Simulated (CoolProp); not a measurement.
Dimethyl carbonate along the isotherm 600 K: fugacity coefficient from the reference equation and from simpler models built on Tc = 557.0 K, pc = 4909 kPa, ω = 0.346; each cubic takes its own stable root.

Computed with CoolProp (reference Helmholtz-energy equation of state, Zhou 2011).

```tsv
p (kPa)	phase	reference
155	gas	0.9915
276	gas	0.9849
491	gas	0.9731
873	gas	0.9525
1550	gas	0.9165
2760	gas	0.8535
4910	supercritical	0.7447
8730	supercritical	0.5651
15500	supercritical	0.4024
27600	supercritical	0.3163
49100	supercritical	0.3012
```

Problem. How far does each simpler model (van der Waals, Redlich-Kwong, Soave-Redlich-Kwong, Peng-Robinson) lie from the reference over these 11 states: mean and median of the absolute difference, and the worst?

Solution. 
- van der Waals: mean 6.2 %, median 0.6 %, worst +41.5 % at 600 K and 49100 kPa
- Redlich-Kwong: mean 1.2 %, median 0.2 %, worst +6.5 % at 600 K and 49100 kPa
- Soave-Redlich-Kwong: mean 3.7 %, median 0.6 %, worst +16.3 % at 600 K and 49100 kPa
- Peng-Robinson: mean 0.8 %, median 0.5 %, worst -2.0 % at 600 K and 4910 kPa
